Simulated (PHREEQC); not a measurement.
1 kg of water holding 0.037 mol Na2SO4, 0.0084 mol KCl and 0.0051 mol NaCl is evaporated at 60 °C; the solids stay in contact with the brine. No CO2 enters from the air. Solids allowed: Arcanite, Glaserite, Halite, Mirabilite, Misenite, Sylvite, Thenardite. Others were left out.

Base run: PHREEQC, Pitzer model, pitzer.dat. Each further column changes one thing. The table gives water activity.

```json
[
 {"H2O removed (mol)": "0", "base": "0.998", "temperature from 60 to 5 °C": "0.998", "temperature from 60 to 25 °C": "0.998"},
 {"H2O removed (mol)": "18.01", "base": "0.997", "temperature from 60 to 5 °C": "0.997", "temperature from 60 to 25 °C": "0.997"},
 {"H2O removed (mol)": "30.18", "base": "0.996", "temperature from 60 to 5 °C": "0.996", "temperature from 60 to 25 °C": "0.996"},
 {"H2O removed (mol)": "41.44", "base": "0.992", "temperature from 60 to 5 °C": "0.992", "temperature from 60 to 25 °C": "0.992"},
 {"H2O removed (mol)": "46.01", "base": "0.989", "temperature from 60 to 5 °C": "0.989", "temperature from 60 to 25 °C": "0.989"},
 {"H2O removed (mol)": "49.09", "base": "0.984", "temperature from 60 to 5 °C": "0.985", "temperature from 60 to 25 °C": "0.984"},
 {"H2O removed (mol)": "51.17", "base": "0.977", "temperature from 60 to 5 °C": "0.979", "temperature from 60 to 25 °C": "0.977"},
 {"H2O removed (mol)": "52.58", "base": "0.966", "temperature from 60 to 5 °C": "0.976", "temperature from 60 to 25 °C": "0.967"},
 {"H2O removed (mol)": "53.53", "base": "0.951", "temperature from 60 to 5 °C": "0.971", "temperature from 60 to 25 °C": "0.952"},
 {"H2O removed (mol)": "54.41", "base": "0.911", "temperature from 60 to 5 °C": "0.954", "temperature from 60 to 25 °C": "0.913"},
 {"H2O removed (mol)": "54.76", "base": "0.866", "temperature from 60 to 5 °C": "0.924", "temperature from 60 to 25 °C": "0.879"},
 {"H2O removed (mol)": "55.01", "base": "0.853", "temperature from 60 to 5 °C": "0.821", "temperature from 60 to 25 °C": "0.807"}
]
```

At this temperature some constants are extrapolated from 25 °C, and those without enthalpy data are left unchanged.
